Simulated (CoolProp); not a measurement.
Vapour-liquid equilibrium of cyclohexane (1) + m-xylene (2) at 378.5 K; x and y are mole fractions of (1).

Model: multi-fluid Helmholtz-energy mixture model, Zhou 2014 and Zhou 2012; pair parameters Bell 2016, in CoolProp.

### Question
Give the bubble pressure and the first vapour's composition at x = 0.05, 0.2, 0.8. Is there an azeotrope?

### Answer
x = 0.05: 0.04791 MPa, y = 0.256; x = 0.2: 0.07774 MPa, y = 0.605; x = 0.8: 0.1716 MPa, y = 0.943. No azeotrope shows between x = 0.05 and 0.95.

Pair parameters are fitted to limited data, so mixtures are less certain than the pure fluids.
